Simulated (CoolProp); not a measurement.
Vapour-liquid equilibrium of ethylene (1) + n-butane (2) at 0.113 MPa; x and y are mole fractions of (1).

Values from CoolProp's multi-fluid Helmholtz-energy mixture model, Smukala 2000 and Bücker 2006; pair parameters Bell 2016.

```tsv
x	bubble temperature, mixture model (K)	bubble temperature, Raoult's law (K)	y, mixture model	y, Raoult's law
0.05	236.2	240.4	0.826	0.793
0.125	213.3	216.9	0.958	0.950
0.2	203.6	204.9	0.980	0.980
0.275	197.7	197.3	0.988	0.990
0.35	193.3	191.8	0.992	0.994
0.425	189.6	187.7	0.995	0.996
0.5	186.3	184.3	0.997	0.998
0.575	183.4	181.5	0.998	0.999
0.65	180.6	179.1	0.999	0.999
0.725	178.1	177.0	0.999	0.999
0.8	175.9	175.2	1.000	1.000
0.875	173.9	173.6	1.000	1.000
0.95	172.2	172.1	1.000	1.000
```

The largest gap from Raoult's law is -4.2 K in bubble temperature, at x = 0.05. No azeotrope shows between x = 0.05 and 0.95.

The pair parameters rest on a limited set of measurements; away from them the model extrapolates. The gap from Raoult's law changes sign with composition, which may be real or a fault of the pair parameters; it wasn't checked against measurements.
